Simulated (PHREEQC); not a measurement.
## Copper plating or etch bath (model solution)

Consider water at 20 °C with 0.0045 mol/kgw Cu(BF4)2, 0.0074 mol/kgw H2SO4 and 0.00066 mol/kgw H3BO3. Closed to the air; pH follows from the charge balance.

The numbers come from PHREEQC with the ion-association model, phreeqc.dat.

Each row changes one thing in this solution. This is a speciation only: nothing precipitates in the calculation.

```json
[
 {"case": "as made", "pH": "1.99", "ionic strength (mol/kgw)": "0.0266", "SO4-2 (mol/kgw)": "0.00413", "HSO4- (mol/kgw)": "0.00237", "H3BO3 (mol/kgw)": "0.00183", "H2BO3- (mol/kgw)": "1.09e-10"},
 {"case": "Cu(BF4)2 left out", "pH": "1.97", "ionic strength (mol/kgw)": "0.0164", "SO4-2 (mol/kgw)": "0.00450", "HSO4- (mol/kgw)": "0.00290", "H3BO3 (mol/kgw)": "0.000660", "H2BO3- (mol/kgw)": "3.69e-11"},
 {"case": "temperature from 20 to 90 °C", "pH": "2.20", "ionic strength (mol/kgw)": "[?]", "SO4-2 (mol/kgw)": "0.00215", "HSO4- (mol/kgw)": "0.00456", "H3BO3 (mol/kgw)": "0.00420", "H2BO3- (mol/kgw)": "1.19e-9"},
 {"case": "diluted 2-fold with water", "pH": "2.26", "ionic strength (mol/kgw)": "0.0143", "SO4-2 (mol/kgw)": "0.00248", "HSO4- (mol/kgw)": "0.000851", "H3BO3 (mol/kgw)": "0.00131", "H2BO3- (mol/kgw)": "1.40e-10"},
 {"case": "temperature from 20 to 30 °C", "pH": "[?]", "ionic strength (mol/kgw)": "0.0259", "SO4-2 (mol/kgw)": "0.00386", "HSO4- (mol/kgw)": "0.00264", "H3BO3 (mol/kgw)": "0.00203", "H2BO3- (mol/kgw)": "1.52e-10"},
 {"case": "Cu(BF4)2 from 0.0045 to 0.0225 mol/kgw", "pH": "1.98", "ionic strength (mol/kgw)": "0.0762", "SO4-2 (mol/kgw)": "0.00342", "HSO4- (mol/kgw)": "0.00161", "H3BO3 (mol/kgw)": "0.00205", "H2BO3- (mol/kgw)": "1.30e-10"},
 {"case": "H3BO3 left out", "pH": "1.99", "ionic strength (mol/kgw)": "0.0265", "SO4-2 (mol/kgw)": "0.00414", "HSO4- (mol/kgw)": "0.00236", "H3BO3 (mol/kgw)": "0.00130", "H2BO3- (mol/kgw)": "7.84e-11"}
]
```

What belongs in the gaps?


- temperature from 20 to 90 °C, ionic strength (mol/kgw): 0.0208
- temperature from 20 to 30 °C, pH: 2.01

Species that the database lacks are ignored. Away from 25 °C the constants follow the database's enthalpies or fits; those with neither stay at their 25 °C values. Real BF4- forms and hydrolyses slowly; the run takes it at equilibrium.
